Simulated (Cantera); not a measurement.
A freely propagating, adiabatic, planar premixed flame of 5.92 % CH4, 3.08 % C2H6, 1.12 % C3H8, 18.8 % O2, 71.0 % N2, unburnt at 350 K and 30000 Pa; mixture-averaged transport, grid criteria slope 0.08 and curve 0.16, no radiation.

Computed with Cantera and GRI-Mech 3.0 (53 species, 325 reactions). Burning velocities carry a grid error of a few per cent, more on coarse grids.

x: mole fraction of selected species; z is measured from the peak of heat release.

```csv
z (mm),T (K),u (m/s),x CH4,x C2H6,x C3H8,x CH3,x HCN,x CH2CO
-5.69,350,0.307,0.0590,0.0307,0.0112,<1e-8,<1e-8,<1e-8
-3.79,353,0.311,0.0586,0.0305,0.0112,<1e-8,<1e-8,?
-2.84,368,0.327,0.0577,0.0302,0.0111,<1e-8,4.51e-8,?
-1.90,475,0.430,0.0538,0.0289,0.0107,2.79e-7,6.54e-7,?
-0.948,950,0.893,0.0389,0.0194,0.00727,0.000216,6.45e-6,?
-0.474,1338,1.29,0.0253,0.00809,0.00228,0.00187,1.44e-5,?
0,1676,1.65,0.00974,0.000594,3.87e-5,0.00314,2.78e-5,?
0.474,1842,1.82,0.00215,1.13e-5,1.88e-8,0.00143,4.44e-5,?
0.948,1898,1.88,0.000514,6.09e-7,<1e-8,0.000479,5.29e-5,?
1.90,1925,1.90,6.96e-5,1.11e-8,<1e-8,7.23e-5,5.18e-5,?
3.79,1936,1.91,8.16e-6,<1e-8,<1e-8,8.07e-6,3.87e-5,?
7.58,1941,1.91,5.13e-7,<1e-8,<1e-8,4.54e-7,2.13e-5,?
15.2,1947,1.92,<1e-8,<1e-8,<1e-8,<1e-8,8.18e-6,<1e-8
```

Question: Some entries are withheld; supply them.

Answer: 
- -3.79, x CH2CO: 8.65e-8
- -2.84, x CH2CO: 1.01e-6
- -1.90, x CH2CO: 2.03e-5
- -0.948, x CH2CO: 0.000308
- -0.474, x CH2CO: 0.000772
- 0, x CH2CO: 0.000576
- 0.474, x CH2CO: 9.54e-5
- 0.948, x CH2CO: 1.80e-5
- 1.90, x CH2CO: 3.43e-6
- 3.79, x CH2CO: 5.46e-7
- 7.58, x CH2CO: 3.21e-8
